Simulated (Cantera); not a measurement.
Input (Python, Cantera):

```python
import numpy as np
import cantera as ct

gas = ct.Solution("gri30.yaml")
gas.TPX = 923, 630, {'H2': 0.014, 'O2': 1, 'N2': 0.2}
reactor = ct.IdealGasConstPressureReactor(gas, energy="off", clone=False)
net = ct.ReactorNet([reactor])
net.rtol, net.atol = 1e-08, 1e-18
show = ['H2', 'O2', 'H2O', 'OH', 'H', 'O']
times = np.geomspace(1e-05, 20, 9)

steps = ct.SolutionArray(gas, extra=["t"])
rows = []
print(f"{'t/s':>10s}{'T/K':>9s}{'P/Pa':>11s}" + "".join(f"{s:>11s}" for s in show))
for t in times:
    while net.time < t:
        t_next = net.step()
        steps.append(gas.state, t=t_next)
    rows.append([np.interp(t, steps.t, y) for y in (steps.T, steps.P, *steps(*show).X.T)])
    print(f"{t:10.3e}{rows[-1][0]:9.1f}{rows[-1][1]:11.4g}" + "".join(f"{x:11.3e}" for x in rows[-1][2:]))
rate = np.gradient(steps.T, steps.t)
print("integrator steps:", len(steps.t))
if steps.T.max() > steps.T[0] + 200:
    print(f"time of steepest temperature rise: {steps.t[rate.argmax()]:.4e} s")
gas.TPX = 923, 630, {'H2': 0.014, 'O2': 1, 'N2': 0.2}
gas.equilibrate("TP")
print(f"equilibrium (TP): T = {gas.T:.1f} K  " + "  ".join(f"{s} {gas[s].X[0]:.3e}" for s in show))
```

It prints:

```
       t/s      T/K       P/Pa         H2         O2        H2O         OH          H          O
 1.000e-05    923.0        630  1.153e-02  8.237e-01  1.588e-18  3.971e-16  4.396e-14  3.982e-16
 6.132e-05    923.0        630  1.153e-02  8.237e-01  2.814e-16  1.349e-14  2.584e-13  1.370e-14
 3.761e-04    923.0        630  1.153e-02  8.237e-01  5.077e-14  3.988e-13  1.277e-12  4.355e-13
 2.306e-03    923.0        630  1.153e-02  8.237e-01  5.888e-12  6.687e-12  5.519e-12  1.043e-11
 1.414e-02    923.0        630  1.153e-02  8.237e-01  1.661e-09  6.060e-10  3.608e-10  1.336e-09
 8.672e-02    923.0        630  8.322e-04  8.174e-01  9.506e-03  6.048e-04  1.813e-03  4.839e-03
 5.318e-01    923.0        630  1.377e-05  8.219e-01  1.151e-02  9.463e-05  4.805e-05  8.431e-04
 3.261e+00    923.0        630  5.030e-07  8.227e-01  1.159e-02  1.901e-05  4.124e-07  3.606e-05
 2.000e+01    923.0        630  1.626e-08  8.227e-01  1.160e-02  3.869e-06  3.372e-09  1.450e-06
integrator steps: 1572
equilibrium (TP): T = 923.0 K  H2 1.182e-12  O2 8.227e-01  H2O 1.160e-02  OH 3.843e-08  H 3.372e-15  O 1.435e-10
```

Cantera simulation using GRI-Mech 3.0 (53 species, 325 reactions); the numbers are that mechanism's predictions, not measurements. Radical loss at walls, strong at low pressure, is not modelled. Below about 950 K walls govern HO2 and H2O2 in real vessels.
